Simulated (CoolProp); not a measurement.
Properties of octamethyltrisiloxane (MDM) along the isotherm 301.85 °C (Tc = 292.2 °C, pc = 1438 kPa, ω = 0.528).

Model: reference Helmholtz-energy equation of state, Thol 2017, in CoolProp.

```tsv
p (kPa)	phase	Z	speed of sound (m/s)	Joule-Thomson coefficient (K/MPa)	isothermal compressibility (1/MPa)	expansivity (1/kK)	fugacity coefficient
45.5	gas	0.9901	142.0	8.279	22.20	1.808	0.9901
66.7	gas	0.9854	141.4	8.350	15.22	1.841	0.9856
97.9	gas	0.9784	140.4	8.457	10.44	1.892	0.9788
144	gas	0.9680	139.0	8.621	7.180	1.971	0.9689
211	gas	0.9525	136.8	8.874	4.985	2.096	0.9544
310	gas	0.9288	133.4	9.286	3.489	2.305	0.9332
455	gas	0.8922	128.2	9.983	2.490	2.676	0.9022
667	gas	0.8340	119.5	11.28	1.848	3.429	0.8569
979	gas	0.7334	104.0	14.24	1.514	5.459	0.7902
1440	supercritical	0.5125	69.85	25.79	2.049	20.39	0.6881
2110	supercritical	0.2580	116.3	4.738	0.2467	11.42	0.5298
3100	supercritical	0.3334	184.7	1.667	0.07672	5.166	0.4034
4550	supercritical	0.4528	244.8	0.7655	0.03890	3.369	0.3191
6670	supercritical	0.6236	306.1	0.3223	0.02289	2.453	0.2669
9790	supercritical	0.8654	373.0	0.05944	0.01437	1.876	0.2414
14400	supercritical	1.207	448.9	-0.1099	0.009314	1.475	0.2439
```
